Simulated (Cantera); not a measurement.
Cantera run:

```python
import numpy as np
import cantera as ct

gas_names = """
    C CN CO CO2 C2 CCN CNC C2N2 C2O C3 C3O2 C4 C4N2 C5 N NCO NO NO2 NO3 N2 N2O O O2 O3 Pb PbO Pb2
""".split()
cond_names = """
    C(gr) Pb(cr) Pb(L) PbO(rd) PbO(yw) PbO(L) PbO2(s) Pb3O4(s)
""".split()


# ... load() reads the species with a 1 bar reference pressure and builds the phases ...
atoms = {
    'Pb': {'Pb': 1},
    'CO': {'C': 1, 'O': 1},
    'N2': {'N': 2},
}
top_T = {'C(gr)': 4500, 'Pb3O4(s)': 820}  # K; cautious upper limits of use, not melting points


# ... equilibrate(T, P, feed) seeds the gas with the atoms and calls Mixture.equilibrate('TP', solver="vcs", rtol=1e-11, max_steps=5000) ...
results = []
feed = {'Pb': 1, 'CO': 5, 'N2': 0.95}  # mol
T = 1148  # K
P = 10000  # Pa
mix = equilibrate(T, P, feed)
results.append((T, P, feed, dict(zip(mix.species_names, mix.species_moles))))
x = sorted(zip(gas.X, gas.species_names), reverse=True)
print(f"T = {T:g} K  P = {P:g} Pa  gas = {mix.phase_moles(0):.4g} mol")
print("   x: " + "  ".join(f"{s} {v:.3e}" for v, s in x if v > 0.001))
print("   condensed (mol): " + ("  ".join(f"{mix.phase(i).name} {mix.phase_moles(i):.4g}"
      for i in range(1, mix.n_phases) if mix.phase_moles(i) > 1e-12) or "none"))
```

Output:

```
T = 1148 K  P = 10000 Pa  gas = 5.95 mol
   x: CO 8.347e-01  N2 1.597e-01  CO2 2.835e-03  Pb 2.802e-03
   condensed (mol): C(gr) 0.01687  Pb(L) 0.9833
```

Equilibrium computed with Cantera from the NASA thermochemical tables; the gas is ideal and each condensed phase is pure.
